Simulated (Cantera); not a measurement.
# Al + H₂O + N₂ (aluminium nitride and oxide growth)

Charge: 1 mol Al, a varied amount of H₂O, 16 mol N₂, held at 2023.15 K and 0.120 Torr.

Method: chemical equilibrium by Gibbs-energy minimisation in Cantera with the NASA 1993 tables (ideal gas, pure condensed phases). Candidate condensed phases: Al, AlN, Al₂O₃, H₂O; 35 gas species. Rates play no part.

From 2 mol H₂O to 30 mol H₂O the condensed part is Al₂O₃(s). The main Al-bearing gas is AlO₂H throughout.

```tsv
n(H₂O) (mol)	x N₂	x H₂O	x H₂	x H	x OH	x O₂	n Al₂O₃(s)
2	0.870	0.0246	0.0644	0.0381	0.00152	0.000108	0.500
2.6	0.840	0.0518	0.0641	0.0381	0.00321	0.000481	0.500
3.4	0.803	0.0848	0.0643	0.0381	0.00523	0.00128	0.500
4.5	0.757	0.125	0.0652	0.0384	0.00765	0.00269	0.500
5.9	0.705	0.169	0.0668	0.0388	0.0102	0.00471	0.500
7.7	0.648	0.217	0.0689	0.0394	0.0129	0.00729	0.500
10	0.587	0.268	0.0714	0.0402	0.0157	0.0103	0.500
13	0.522	0.321	0.0743	0.0410	0.0184	0.0137	0.500
17	0.456	0.376	0.0774	0.0418	0.0212	0.0174	0.500
23	0.383	0.437	0.0808	0.0427	0.0241	0.0215	0.500
30	0.322	0.487	0.0836	0.0434	0.0264	0.0250	0.499
```
x: gas mole fraction; n: condensed amount in mol.
